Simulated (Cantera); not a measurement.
Cantera run, input and output.

```python
import numpy as np
import cantera as ct

gas = ct.Solution("gri30.yaml")
gas.TPX = 1273, 1600000, {'C3H8': 1, 'O2': 3.57, 'N2': 13.4}
reactor = ct.IdealGasReactor(gas, energy="on", clone=False)
net = ct.ReactorNet([reactor])
net.rtol, net.atol = 1e-08, 1e-16
show = ['C3H8', 'O2', 'CH2CO', 'O', 'C2H2']
times = np.geomspace(3e-06, 0.2, 12)

steps = ct.SolutionArray(gas, extra=["t"])
rows = []
print(f"{'t/s':>10s}{'T/K':>9s}{'P/Pa':>11s}" + "".join(f"{s:>11s}" for s in show))
for t in times:
    while net.time < t:
        t_next = net.step()
        steps.append(gas.state, t=t_next)
    rows.append([np.interp(t, steps.t, y) for y in (steps.T, steps.P, *steps(*show).X.T)])
    print(f"{t:10.3e}{rows[-1][0]:9.1f}{rows[-1][1]:11.4g}" + "".join(f"{x:11.3e}" for x in rows[-1][2:]))
rate = np.gradient(steps.T, steps.t)
print("integrator steps:", len(steps.t))
if steps.T.max() > steps.T[0] + 200:
    print(f"time of steepest temperature rise: {steps.t[rate.argmax()]:.4e} s")
gas.TPX = 1273, 1600000, {'C3H8': 1, 'O2': 3.57, 'N2': 13.4}
gas.equilibrate("UV")
print(f"equilibrium (UV): T = {gas.T:.1f} K  " + "  ".join(f"{s} {gas[s].X[0]:.3e}" for s in show))
```

Output:

```
       t/s      T/K       P/Pa       C3H8         O2      CH2CO          O       C2H2
 3.000e-06   1272.9    1.6e+06  5.563e-02  1.987e-01  1.063e-10  1.625e-09  1.255e-11
 8.235e-06   1272.8    1.6e+06  5.558e-02  1.986e-01  4.822e-09  5.154e-09  4.434e-10
 2.260e-05   1272.8    1.6e+06  5.530e-02  1.985e-01  1.704e-07  9.105e-09  1.440e-08
 6.205e-05   1273.5  1.603e+06  5.438e-02  1.980e-01  2.325e-06  1.137e-08  1.929e-07
 1.703e-04   1278.2  1.614e+06  5.098e-02  1.959e-01  3.065e-05  2.410e-08  2.500e-06
 4.675e-04   3113.5  4.492e+06  6.847e-31  1.008e-03  1.178e-12  7.851e-04  3.616e-13
 1.283e-03   3113.5  4.492e+06  6.847e-31  1.008e-03  1.178e-12  7.851e-04  3.616e-13
 3.523e-03   3113.5  4.492e+06  6.847e-31  1.008e-03  1.178e-12  7.851e-04  3.616e-13
 9.670e-03   3113.5  4.492e+06  6.847e-31  1.008e-03  1.178e-12  7.851e-04  3.616e-13
 2.654e-02   3113.5  4.492e+06  6.847e-31  1.008e-03  1.178e-12  7.851e-04  3.616e-13
 7.286e-02   3113.5  4.492e+06  6.847e-31  1.008e-03  1.178e-12  7.851e-04  3.616e-13
 2.000e-01   3113.5  4.492e+06  6.847e-31  1.008e-03  1.178e-12  7.851e-04  3.616e-13
integrator steps: 2111
time of steepest temperature rise: 3.3388e-04 s
equilibrium (UV): T = 3113.5 K  C3H8 9.295e-31  O2 1.008e-03  CH2CO 1.260e-12  O 7.851e-04  C2H2 3.848e-13
```

Computed with Cantera and GRI-Mech 3.0 (53 species, 325 reactions). GRI-Mech 3.0 was tuned for natural gas; its chemistry of propane as a main component is partial and can be far from experiment. The pressure lies above the range GRI-Mech 3.0 was tuned for (to about 10 atm). Above 3000 K some thermodynamic fits are extrapolated.
